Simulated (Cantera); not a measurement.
A closed system holds: 1 mol (CH3)2SiCl2, 0.97 mol CH4, 390 mol H2, held at 19.5 Torr.

Method: chemical equilibrium by Gibbs-energy minimisation in Cantera with the NASA 1993 tables (ideal gas, pure condensed phases). Candidate condensed phases: C, C6H6, C7H8, C8H18, Si, SiC; 109 gas species. The feed counts by its element totals alone. The numbers say what is thermodynamically allowed, not how fast it happens. All values below are at 1225 °C.

Base state: H2 0.995, HCl 0.00505, H 0.000106, CH4 6.68e-5 (mole fractions); condensed: C(graphite) + SiC(s).

Question: What changes in the equilibrium state with this change: 1.4 mol Cl2 added?

Answer: 
```csv
species,before,after
H2,0.995,0.988
HCl,0.00505,0.0121
H,0.000106,0.000106
CH4,6.68e-5,6.58e-5
"C(graphite), mol",1.94,1.94
"SiC(s), mol",1.000,0.999
```

Question: What changes in the equilibrium state with this change: (CH3)2SiCl2 replaced by SiHCl3?

Answer: 
```json
[
 {"species": "H2", "before": "0.995", "after": "0.992"},
 {"species": "HCl", "before": "0.00505", "after": "0.00746"},
 {"species": "H", "before": "0.000106", "after": "0.000106"},
 {"species": "SiCl2", "before": "5.94e-7", "after": "7.59e-5"},
 {"species": "CH4", "before": "6.68e-5", "after": "1.14e-6"},
 {"species": "C(graphite), mol", "before": "1.94", "after": "0"},
 {"species": "SiC(s), mol", "before": "1.000", "after": "0.970"}
]
```
